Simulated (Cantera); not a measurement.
Charge: 1 mol SiCl₄, 0.39 mol C₂H₄, 6.4 mol H₂, equilibrated at 1002 °C and 0.260 bar.

These are equilibrium values from Cantera (NASA tables, ideal gas, pure condensed phases), not measurements of a reactor. Candidate condensed phases: C, C₆H₆, C₇H₈, C₈H₁₈, Si, SiC; 109 gas species. The tables' values for SiCl₃ are old estimates; treat these amounts as uncertain. Kinetics and transport are ignored.

Base state: H₂ 0.665, HCl 0.292, SiCl₄ 0.0359, SiHCl₃ 0.00329, SiCl₃ 0.00218, CH₄ 0.00106, SiCl₂ 0.000862, SiH₂Cl₂ 4.19e-5 (mole fractions); condensed: C(graphite) + SiC(s).

Q: What changes in the equilibrium state with this change: temperature from 1002 °C to 2400 °C?

A: 
```json
[
 {"species": "H₂", "before": "0.665", "after": "0.536"},
 {"species": "HCl", "before": "0.292", "after": "0.259"},
 {"species": "H", "before": "1.18e-6", "after": "0.0736"},
 {"species": "SiCl₂", "before": "0.000862", "after": "0.0520"},
 {"species": "Si", "before": "<1e-9", "after": "0.0197"},
 {"species": "Cl", "before": "4.40e-7", "after": "0.0248"},
 {"species": "C₂H₂ (acetylene)", "before": "2.55e-7", "after": "0.0114"},
 {"species": "SiCl₄", "before": "0.0359", "after": "1.45e-6"},
 {"species": "SiCl", "before": "<1e-9", "after": "0.00923"},
 {"species": "SiC₂", "before": "<1e-9", "after": "0.00811"},
 {"species": "C(graphite), mol", "before": "0.143", "after": "0.337"},
 {"species": "SiC(s), mol", "before": "0.628", "after": "0"}
]
```
The tables' values for SiCl, SiCl₃ are old estimates; treat these amounts as uncertain. Gases not in the tables: Si₂H₆ and higher silanes.
